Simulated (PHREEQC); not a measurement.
Make-up at 20 °C: 0.4 mol/kgw Na2SO4. Closed to the air; pH follows from the charge balance.

All values are PHREEQC results (Pitzer model, pitzer.dat), not measurements.

| quantity | before | after |
|---|---|---|
| pH | 7.39 | 7.25 |
| SI of Mirabilite (Na2SO4:10H2O) | -0.82 | -2.89 |
| SI of Thenardite (Na2SO4) | -1.94 | -4.07 |

Name the change that produced these shifts.
A. 0.019 mol/kgw KOH added
B. 0.12 mol/kgw H2SO4 added
C. diluted 2-fold with water
D. Na2SO4 from 0.4 to 0.04 mol/kgw
E. Na2SO4 from 0.4 to 0.6 mol/kgw

D, Na2SO4 from 0.4 to 0.04 mol/kgw

No solid was allowed to form.
